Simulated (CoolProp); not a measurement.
Vapour-liquid equilibrium of C2F6 (R116) (1) + propylene (2) at -45.55 °C; x and y are mole fractions of (1).

Model: multi-fluid Helmholtz-energy mixture model, Lemmon 2006 and Lemmon 2013; pair parameters Bell 2016, in CoolProp.

```tsv
x	bubble pressure, mixture model (bar)	bubble pressure, Raoult's law (bar)	y, mixture model	y, Raoult's law
0.05	2.391	1.277	0.538	0.172
0.125	3.478	1.523	0.689	0.361
0.2	3.975	1.770	0.734	0.497
0.275	4.180	2.016	0.750	0.600
0.35	4.257	2.263	0.757	0.681
0.425	4.290	2.510	0.761	0.745
0.5	4.318	2.756	0.764	0.798
0.575	4.356	3.003	0.770	0.843
0.65	4.407	3.249	0.781	0.880
0.725	4.463	3.496	0.800	0.913
0.8	4.511	3.742	0.828	0.941
0.875	4.528	3.989	0.872	0.965
0.95	4.484	4.236	0.938	0.987
```

The largest gap from Raoult's law is +128.4 % in bubble pressure, at x = 0.125. y crosses x between x = 0.8 and 0.875: the model has an azeotrope there.

The pair parameters rest on a limited set of measurements; away from them the model extrapolates. With so large a gap from Raoult's law the liquid may split in two, which this calculation doesn't test in full.
